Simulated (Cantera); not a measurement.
A Cantera script and what it prints.

```python
import numpy as np
import cantera as ct

gas_names = [...]  # 136 gases of nasa_gas.yaml made of C, H, N, O
cond_names = """
    C(gr) C6H6(L) C7H8(L) C8H18(L),n-octa H2O(s) H2O(L)
""".split()


# ... load() reads the species with a 1 bar reference pressure and builds the phases ...
atoms = {
    'CH3OH': {'C': 1, 'H': 4, 'O': 1},
    'H2O': {'H': 2, 'O': 1},
    'N2': {'N': 2},
}
top_T = {'C(gr)': 4500}  # K; cautious upper limits of use, not melting points


# ... equilibrate(T, P, feed) seeds the gas with the atoms and calls Mixture.equilibrate('TP', solver="vcs", rtol=1e-11, max_steps=5000) ...
results = []
feed = {'CH3OH': 1, 'H2O': 0.11, 'N2': 0.26}  # mol
T = 1275  # K
P = 1000  # Pa
mix = equilibrate(T, P, feed)
results.append((T, P, feed, dict(zip(mix.species_names, mix.species_moles))))
print(gas.report(threshold=0.0001))
for i in range(1, mix.n_phases):
    print(f"{mix.phase(i).name:16s} {mix.phase_moles(i):12.5e} mol")
```

Output:

```
       temperature   1275 K
          pressure   1000 Pa
           density   0.0011562 kg/m^3
  mean mol. weight   12.257 kg/kmol
   phase of matter   gas

                          1 kg             1 kmol
                     ---------------   ---------------
          enthalpy       -8.8348e+05       -1.0829e+07  J
   internal energy       -1.7483e+06        -2.143e+07  J
           entropy             20201        2.4761e+05  J/K
    Gibbs function        -2.664e+07       -3.2653e+08  J
 heat capacity c_p            2691.7             32993  J/K
 heat capacity c_v            2013.4             24679  J/K

                      mass frac. Y      mole frac. X     chem. pot. / RT
                     ---------------   ---------------   ---------------
                CO           0.66134            0.2894           -42.545
               CO2           0.02632         0.0073307           -76.059
                H2          0.098815            0.6008           -23.257
               H2O          0.037199           0.02531           -56.771
                N2           0.17633          0.077151           -32.694
     [ +131 minor]        8.2079e-07        5.9503e-06

C(gr)             0.00000e+00 mol
```

Method: chemical equilibrium by Gibbs-energy minimisation in Cantera with the NASA 1993 tables (ideal gas, pure condensed phases).
